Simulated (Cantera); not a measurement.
A closed system holds: 1 mol Ti(OiPr)₄, 6.4 mol O₂, 130 mol H₂, held at 44.3 Torr.

Equilibrium computed with Cantera from the NASA thermochemical tables; the gas is ideal and each condensed phase is pure. Candidate condensed phases: C, C₆H₆, C₇H₈, C₈H₁₈, H₂O, Ti, TiC, TiO, TiO₂, Ti₂O₃, Ti₃O₅, Ti₄O₇; 113 gas species. The feed counts by its element totals alone. Condensed phases not in the tables: Magnéli phases beyond Ti₄O₇. Rates play no part.

log p: log10 of the partial pressure in bar; n: condensed amount in mol.

```csv
T (K),log p H₂,log p CO,log p H,log p H₂O,log p CO₂,log p CH₄,log p OH,n TiO₂(rutile),n Ti₄O₇(s),n Ti₃O₅(s),n Ti₃O₅(l)
1023,-1.27,-2.35,-9.02,-3.01,-3.98,-4.84,<-13,1.00,0,0,0
1223,-1.27,-2.35,-7.16,-3.00,-4.24,-6.74,-10.93,1.00,0,0,0
1423,-1.27,-2.35,-5.81,-2.99,-4.42,-8.10,-9.20,1.00,0,0,0
1623,-1.27,-2.35,[?],-2.95,[?],[?],[?],0,[?],0,0
1823,-1.27,-2.35,[?],-2.94,[?],[?],[?],0,0,0.333,0
2023,-1.28,-2.35,-3.36,-2.94,-4.68,-10.61,-6.00,0,0,0.333,0
2223,-1.28,-2.35,-2.84,-2.94,-4.73,-11.14,-5.33,0,0,0,0.329
```

### Question
Complete the blanks.

### Answer

- 1823, log p H: -4.00
- 1823, log p CO₂: -4.60
- 1823, log p CH₄: -9.97
- 1823, log p OH: -6.82
- 1623, log p H: -4.80
- 1623, log p CO₂: -4.51
- 1623, log p CH₄: -9.17
- 1623, log p OH: -7.85
- 1623, n Ti₄O₇(s): 0.250
